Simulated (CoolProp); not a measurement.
Vapour-liquid equilibrium of n-pentane (1) + toluene (2) at 0.762 MPa; x and y are mole fractions of (1).

The numbers come from the multi-fluid Helmholtz-energy mixture model, Thol 2019 and Lemmon 2006; pair parameters Bell 2016 in CoolProp.

```json
[
 {"x": "0.05", "bubble temperature, mixture model (K)": "463.7", "bubble temperature, Raoult's law (K)": "464.3", "y, mixture model": "0.184", "y, Raoult's law": "0.203"},
 {"x": "0.15", "bubble temperature, mixture model (K)": "446.6", "bubble temperature, Raoult's law (K)": "448.3", "y, mixture model": "0.445", "y, Raoult's law": "0.476"},
 {"x": "0.25", "bubble temperature, mixture model (K)": "433.3", "bubble temperature, Raoult's law (K)": "435.5", "y, mixture model": "0.608", "y, Raoult's law": "0.645"},
 {"x": "0.35", "bubble temperature, mixture model (K)": "422.9", "bubble temperature, Raoult's law (K)": "425.0", "y, mixture model": "0.716", "y, Raoult's law": "0.755"},
 {"x": "0.45", "bubble temperature, mixture model (K)": "414.5", "bubble temperature, Raoult's law (K)": "416.2", "y, mixture model": "0.790", "y, Raoult's law": "0.831"},
 {"x": "0.55", "bubble temperature, mixture model (K)": "407.6", "bubble temperature, Raoult's law (K)": "408.6", "y, mixture model": "0.846", "y, Raoult's law": "0.885"},
 {"x": "0.65", "bubble temperature, mixture model (K)": "401.6", "bubble temperature, Raoult's law (K)": "402.1", "y, mixture model": "0.890", "y, Raoult's law": "0.924"},
 {"x": "0.75", "bubble temperature, mixture model (K)": "396.3", "bubble temperature, Raoult's law (K)": "396.4", "y, mixture model": "0.926", "y, Raoult's law": "0.953"},
 {"x": "0.85", "bubble temperature, mixture model (K)": "391.5", "bubble temperature, Raoult's law (K)": "391.3", "y, mixture model": "0.958", "y, Raoult's law": "0.975"},
 {"x": "0.95", "bubble temperature, mixture model (K)": "386.9", "bubble temperature, Raoult's law (K)": "386.8", "y, mixture model": "0.986", "y, Raoult's law": "0.993"}
]
```

The largest gap from Raoult's law is -2.2 K in bubble temperature, at x = 0.25. No azeotrope shows between x = 0.05 and 0.95.

Pair parameters are fitted to limited data, so mixtures are less certain than the pure fluids.
